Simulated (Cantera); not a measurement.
Equilibrium for tantalum, niobium, vanadium and zirconium in process gases: V + H₂O + N₂

Charge: 1 mol V, 1.7 mol H₂O, 30 mol N₂, equilibrated at 2773.15 K and 3.70 bar.

These are equilibrium values from Cantera (NASA tables, ideal gas, pure condensed phases), not measurements of a reactor. Candidate condensed phases: H₂O, V, VN, VO, V₂O₃, V₂O₄, V₂O₅; 28 gas species. VO: taken at fixed stoichiometry. Kinetics and transport are ignored.

```
Property                                Value
----------------------------------  ---------
x(N₂)                                   0.931
x(H₂)                                  0.0388
x(VO₂)                                 0.0111
x(H₂O)                                0.00986
x(H)                                  0.00762
x(VO)                                 0.00111
x(OH)                                0.000531
x(NO)                                0.000218
x(O)                                  6.57e-5
n(VO(l))                            0.607 mol
gas amount                          32.23 mol
log10 activity of V(l) (absent)         -1.97
log10 activity of V₂O₅(l) (absent)      -5.12
```
